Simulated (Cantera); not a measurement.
Reactions in the system F-S

Cantera with NASA thermochemical tables; ideal gases at 1 bar, condensed phases pure. Values are per mole of reaction as written; species without (g) are pure solids or liquids, kept so even where they would boil at 1 bar.

2 F(g) + SF4(g) = SF6(g)

| T (K) | ΔH° (kJ) | ΔS° (J/K) | ΔG° (kJ) | log10 K |
|---|---|---|---|---|
| 300 | -616.1 | -325.8 | -518.4 | 90.26 |
| 1948 | -615.1 | -332.7 | 33.0 | -0.88 |
| 2048 | -614.4 | -332.4 | 66.3 | -1.69 |
| 2148 | -613.7 | -332.0 | 99.5 | -2.42 |
| 2248 | -613.0 | -331.7 | 132.7 | -3.08 |
| 2348 | -612.2 | -331.4 | 165.8 | -3.69 |
| 2448 | -611.5 | -331.1 | 198.9 | -4.24 |
| 2548 | -610.8 | -330.8 | 232.0 | -4.76 |
